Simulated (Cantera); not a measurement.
Input: 1 mol B₂H₆, 0.19 mol NH₃, 1.5 mol N₂, equilibrated at 4.80 mbar.

Points: T (K) = 773, 973, 1173, 1373, 1573, 1773, 1973, 2173, 2373.

Cantera's Mixture.equilibrate('TP', solver="vcs", rtol=1e-11, max_steps=5000) on the NASA tables stopped like this:

```
ERROR: FAILURE its = 5001!

*******************************************************************************
CanteraError thrown by MultiPhase::equilibrate:
VCS solver failed. Return code: -1
*******************************************************************************
```

Problem. What got this run through?

Solution. This is not unique; one that fits is The failure is numerical, not chemical. The same input converged with solver="gibbs", rtol=1e-10, max_steps=50000, and the result passed a check of the equilibrium conditions:
```
log10 of partial pressures in bar; condensed amounts in mol
       T/K        H2        N2         H         B       BH2        BH      B(b)      B(L)     BN(s)
       773    -2.391    -3.133   -13.238   -40.837   -24.596   -36.657         0         0         2
       973    -2.391    -3.133   -10.162   -29.553   -18.367   -27.044         0         0         2
      1173    -2.391    -3.133    -8.124   -22.130   -14.278   -20.726         0         0         2
      1373    -2.391    -3.133    -6.673   -16.880   -11.391   -16.263         0         0         2
      1573    -2.391    -3.133    -5.587   -12.975    -9.246   -12.946         0         0         2
      1773    -2.393    -3.134    -4.742    -9.958    -7.592   -10.386         0         0         2
      1973    -2.400    -3.137    -4.070    -7.558    -6.283    -8.354         0         0         2
      2173    -2.488    -2.898    -3.560    -5.726    -5.421    -6.864     1.253         0    0.7411
      2373    -2.583    -2.840    -3.147    -4.620    -5.144    -6.054         0     1.964         0
```

The gas is ideal and each condensed phase is pure. The feed counts by its element totals alone. Mutual solubility and eutectic melting of coexisting phases are not modelled. The tables' values for BH2 are old estimates; treat these amounts as uncertain.
